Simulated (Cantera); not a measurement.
A closed system holds: 1 mol AlN, 10 mol HCl, 2.3 mol N₂, at 1775 K and 3.70 Pa.

Method: chemical equilibrium by Gibbs-energy minimisation in Cantera with the NASA 1993 tables (ideal gas, pure condensed phases). Candidate condensed phases: Al, AlCl₃, AlN, NH₄Cl; 20 gas species. The tables' values for AlCl₂ are old estimates; treat these amounts as uncertain. Equilibrium is a limit: real reactors are often held back by kinetics, nucleation or transport.

Base state: HCl 0.561, N₂ 0.203, H₂ 0.0754, Cl 0.0747, AlCl 0.0599, H 0.0131, AlCl₂ 0.00859, AlCl₃ 0.00404 (mole fractions); condensed: gas only.

Problem. What changes in the equilibrium state with this change: temperature from 1775 K to 2025 K?

Solution. 
| species | before | after |
|---|---|---|
| HCl | 0.561 | 0.323 |
| Cl | 0.0747 | 0.239 |
| N₂ | 0.203 | 0.175 |
| H | 0.0131 | 0.100 |
| H₂ | 0.0754 | 0.101 |
| AlCl | 0.0599 | 0.0606 |
| AlCl₃ | 0.00404 | 6.29e-5 |
| Al | 1.61e-5 | 0.000368 |

Problem. What changes in the equilibrium state with this change: AlN replaced by Si₃N₄?

Solution. 
```
species   before     after
-------  -------  --------
N₂         0.203     0.291
HCl        0.561     0.270
H₂        0.0754     0.193
SiCl₂          0     0.190
AlCl      0.0599         0
Cl        0.0747    0.0225
H         0.0131    0.0209
Si             0   0.00929
AlCl₂    0.00859         0
AlCl₃    0.00404         0
SiCl           0   0.00350
SiCl₃          0  0.000400
```
The tables' values for SiCl, SiCl₃, SiN are old estimates; treat these amounts as uncertain. Further candidate phases: Si, Si₃N₄.
